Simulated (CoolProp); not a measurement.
Computed with CoolProp (reference Helmholtz-energy equation of state, Wagner 2002).

Task: For water, give the phase and the viscosity (µPa s), Prandtl number at 471.4 K and 70.5 MPa; 479.8 K and 70.5 MPa; 496.5 K and 70.5 MPa.

Result: 
- 471.4 K and 70.5 MPa: liquid; viscosity 152, Prandtl number 0.897
- 479.8 K and 70.5 MPa: liquid; viscosity 146, Prandtl number 0.871
- 496.5 K and 70.5 MPa: liquid; viscosity 136, Prandtl number 0.829

Viscosity comes from a separate model (Huber 2009). Thermal conductivity comes from a separate model (Huber 2012).
